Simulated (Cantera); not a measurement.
An isothermal, constant-pressure homogeneous reactor starts with CH₃OH : O₂ : N₂ = 0.0023 : 0.0041 : 1 (molar parts), equivalence ratio 0.84, at 1175 K and 2.70 bar.

Cantera simulation using GRI-Mech 3.0 (53 species, 325 reactions); the numbers are that mechanism's predictions, not measurements. GRI-Mech 3.0 was tuned for natural gas; its chemistry of methanol as a main component is partial and can be far from experiment.

x: mole fraction; the columns are a selection and need not sum to one.

```json
[
 {"t (s)": "5.00e-6", "x CH₃OH": "0.00229", "x O₂": "0.00407", "x CO": "6.63e-11", "x OH": "1.22e-10", "x N₂O": "<1e-12", "x H₂O₂": "<1e-12"},
 {"t (s)": "3.50e-5", "x CH₃OH": "0.00229", "x O₂": "0.00407", "x CO": "5.84e-10", "x OH": "1.65e-10", "x N₂O": "<1e-12", "x H₂O₂": "<1e-12"},
 {"t (s)": "0.000245", "x CH₃OH": "0.00229", "x O₂": "0.00407", "x CO": "4.21e-9", "x OH": "1.69e-10", "x N₂O": "<1e-12", "x H₂O₂": "4.76e-12"},
 {"t (s)": "0.00171", "x CH₃OH": "0.00228", "x O₂": "0.00407", "x CO": "3.00e-8", "x OH": "2.22e-10", "x N₂O": "4.90e-12", "x H₂O₂": "7.29e-10"},
 {"t (s)": "0.0120", "x CH₃OH": "0.00227", "x O₂": "0.00407", "x CO": "___", "x OH": "___", "x N₂O": "2.93e-10", "x H₂O₂": "___"},
 {"t (s)": "0.0836", "x CH₃OH": "<1e-12", "x O₂": "0.000711", "x CO": "0.000127", "x OH": "3.79e-6", "x N₂O": "4.39e-7", "x H₂O₂": "8.07e-9"},
 {"t (s)": "0.585", "x CH₃OH": "<1e-12", "x O₂": "0.000645", "x CO": "___", "x OH": "___", "x N₂O": "4.30e-7", "x H₂O₂": "2.20e-10"},
 {"t (s)": "4.09", "x CH₃OH": "<1e-12", "x O₂": "0.000645", "x CO": "3.55e-9", "x OH": "2.12e-7", "x N₂O": "1.00e-7", "x H₂O₂": "2.34e-11"},
 {"t (s)": "28.6", "x CH₃OH": "<1e-12", "x O₂": "0.000645", "x CO": "5.45e-10", "x OH": "8.47e-8", "x N₂O": "1.40e-9", "x H₂O₂": "3.76e-12"},
 {"t (s)": "200", "x CH₃OH": "<1e-12", "x O₂": "0.000645", "x CO": "5.27e-10", "x OH": "8.33e-8", "x N₂O": "1.32e-9", "x H₂O₂": "3.63e-12"}
]
```

Question: What belongs in the gaps?

Answer: 
- 0.0120, x CO: 4.62e-7
- 0.0120, x OH: 3.06e-9
- 0.0120, x H₂O₂: 8.09e-8
- 0.585, x CO: 1.24e-6
- 0.585, x OH: 6.49e-7
